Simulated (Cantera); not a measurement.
Charge: 1 mol C2H2, 12 mol H2, at 1977 °C and 31.0 bar.

Equilibrium computed with Cantera from the NASA thermochemical tables; the gas is ideal and each condensed phase is pure. The ideal-gas law is rough above about 30 bar. Kinetics and transport are ignored.

```tsv
species	before	after
H2	0.988	0.818
CH4	0.00716	0.182
C2H6	1.21e-6	3.11e-5
C2H2 (acetylene)	0.00331	2.58e-8
H	0.00133	3.21e-8
CH3	0.000182	1.36e-7
C2H4	0.000197	7.98e-6
C(graphite), mol	1.81	0
```
Gas species are given as mole fractions.

Q: Name the change that produced these shifts.
A) temperature from 1977 °C to 2175 °C
B) temperature from 1977 °C to 1552 °C
C) pressure from 31.0 bar to 53.0 bar
D) temperature from 1977 °C to 927 °C

A: D, temperature from 1977 °C to 927 °C
